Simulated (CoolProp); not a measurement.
Fluoroethane (R161) at 298.15 K and 2.19 MPa is throttled through a valve to 1.29 MPa with no heat exchange. Each further row changes one setting.

Values from CoolProp's reference Helmholtz-energy equation of state, Wu 2012.

```csv
case,temperature change (K),final phase,final density (kg/m³)
as stated,[?],liquid,[?]
outlet pressure 0.387 MPa,-28.6,"two-phase, vapour fraction 0.164",52.3
outlet pressure 1.68 MPa,+0.0,liquid,[?]
```

Problem. Fill in the missing entries.

Solution. 
- as stated, temperature change (K): +0.1
- as stated, final density (kg/m³): 712
- outlet pressure 1.68 MPa, final density (kg/m³): 714
